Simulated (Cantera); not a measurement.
Input (Python, Cantera):

```python
import numpy as np
import cantera as ct

gas = ct.Solution("gri30.yaml")
gas.TPX = 1300, 500000, {'CH3OH': 1, 'O2': 0.833, 'N2': 3.13}
reactor = ct.IdealGasReactor(gas, energy="on", clone=False)
net = ct.ReactorNet([reactor])
net.rtol, net.atol = 1e-08, 1e-16
show = ['CH3OH', 'O2', 'OH', 'CO', 'H2O', 'HCN']
times = np.geomspace(4e-06, 0.2, 13)

steps = ct.SolutionArray(gas, extra=["t"])
rows = []
print(f"{'t/s':>10s}{'T/K':>9s}{'P/Pa':>11s}" + "".join(f"{s:>11s}" for s in show))
for t in times:
    while net.time < t:
        t_next = net.step()
        steps.append(gas.state, t=t_next)
    rows.append([np.interp(t, steps.t, y) for y in (steps.T, steps.P, *steps(*show).X.T)])
    print(f"{t:10.3e}{rows[-1][0]:9.1f}{rows[-1][1]:11.4g}" + "".join(f"{x:11.3e}" for x in rows[-1][2:]))
rate = np.gradient(steps.T, steps.t)
print("integrator steps:", len(steps.t))
if steps.T.max() > steps.T[0] + 200:
    print(f"time of steepest temperature rise: {steps.t[rate.argmax()]:.4e} s")
gas.TPX = 1300, 500000, {'CH3OH': 1, 'O2': 0.833, 'N2': 3.13}
gas.equilibrate("UV")
print(f"equilibrium (UV): T = {gas.T:.1f} K  " + "  ".join(f"{s} {gas[s].X[0]:.3e}" for s in show))
```

Result:

```
       t/s      T/K       P/Pa      CH3OH         O2         OH         CO        H2O        HCN
 4.000e-06   1300.0      5e+05  2.015e-01  1.678e-01  3.182e-09  4.246e-07  1.802e-06  7.062e-18
 9.855e-06   1300.0      5e+05  2.015e-01  1.678e-01  3.255e-09  1.051e-06  4.480e-06  1.818e-17
 2.428e-05   1300.0      5e+05  2.015e-01  1.678e-01  3.666e-09  2.621e-06  1.134e-05  4.724e-17
 5.981e-05   1300.0      5e+05  2.014e-01  1.678e-01  6.808e-09  6.750e-06  3.306e-05  1.356e-16
 1.474e-04   1300.3  5.002e+05  2.011e-01  1.676e-01  2.676e-08  2.148e-05  1.651e-04  5.784e-16
 3.630e-04   1309.7  5.055e+05  1.958e-01  1.650e-01  5.899e-07  4.956e-04  3.222e-03  9.732e-15
 8.944e-04   2853.8  1.367e+06  1.856e-12  2.886e-04  5.685e-03  1.217e-01  2.217e-01  3.093e-07
 2.204e-03   2853.4  1.367e+06  1.858e-12  2.876e-04  5.676e-03  1.217e-01  2.217e-01  3.218e-07
 5.429e-03   2853.4  1.367e+06  1.858e-12  2.876e-04  5.676e-03  1.217e-01  2.217e-01  3.218e-07
 1.337e-02   2853.4  1.367e+06  1.858e-12  2.876e-04  5.676e-03  1.217e-01  2.217e-01  3.218e-07
 3.295e-02   2853.4  1.367e+06  1.858e-12  2.876e-04  5.676e-03  1.217e-01  2.217e-01  3.218e-07
 8.118e-02   2853.4  1.367e+06  1.858e-12  2.876e-04  5.676e-03  1.217e-01  2.217e-01  3.218e-07
 2.000e-01   2853.4  1.367e+06  1.858e-12  2.876e-04  5.676e-03  1.217e-01  2.217e-01  3.218e-07
integrator steps: 2045
time of steepest temperature rise: 4.5273e-04 s
equilibrium (UV): T = 2853.4 K  CH3OH 1.920e-12  O2 2.876e-04  OH 5.676e-03  CO 1.217e-01  H2O 2.217e-01  HCN 3.218e-07
```

Model: GRI-Mech 3.0 (53 species, 325 reactions), integrated in Cantera. GRI-Mech 3.0 was tuned for natural gas; its chemistry of methanol as a main component is partial and can be far from experiment.
